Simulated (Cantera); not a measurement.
## Hydrocarbon pyrolysis for carbon deposition

An isothermal, constant-pressure homogeneous reactor starts with C2H4 : H2 = 1 : 1.5 (molar parts), at 1950 K and 760 Torr.

Detailed kinetics in Cantera: GRI-Mech 3.0 (53 species, 325 reactions). GRI-Mech 3.0 was tuned for natural gas; its chemistry of ethylene as a main component is partial and can be far from experiment. GRI-Mech 3.0 stops at C3 and has no aromatics, soot or wall deposition, so with more carbon than oxygen in the feed, carbon stays in small species such as C2H2 where larger ones or solid carbon would form.

```
t (s)      x C2H4   x H2  x C2H2    x C2H       x H     x CH4     x CH3
--------  -------  -----  ------  -------  --------  --------  --------
0.000200   0.0398  0.702   0.257  1.90e-6  0.000331  0.000894   9.63e-6
0.000659  0.00182  0.712   0.284  6.04e-6  0.000965   0.00115   3.11e-5
0.00217   0.00182  0.712   0.284  6.10e-6  0.000975   0.00170   4.64e-5
0.00717   0.00181  0.710   0.284  6.09e-6  0.000972   0.00331   9.00e-5
0.0236    0.00181  0.708   0.283  6.06e-6  0.000966   0.00599  0.000162
0.0779    0.00181  0.708   0.283  6.05e-6  0.000965   0.00664  0.000179
0.257     0.00181  0.708   0.283  6.05e-6  0.000965   0.00664  0.000179
0.847     0.00181  0.708   0.283  6.05e-6  0.000965   0.00664  0.000179
2.79      0.00181  0.708   0.283  6.05e-6  0.000965   0.00664  0.000179
9.20      0.00181  0.708   0.283  6.05e-6  0.000965   0.00664  0.000179
30.3      0.00181  0.708   0.283  6.05e-6  0.000965   0.00664  0.000179
100       0.00181  0.708   0.283  6.05e-6  0.000965   0.00664  0.000179
```
x: mole fraction; the columns are a selection and need not sum to one.

Equilibrium at this temperature and pressure: C2H4 0.00181, H2 0.708, C2H2 0.283, C2H 6.05e-6, H 0.000965, CH4 0.00664, CH3 0.000179 (gas phase only).
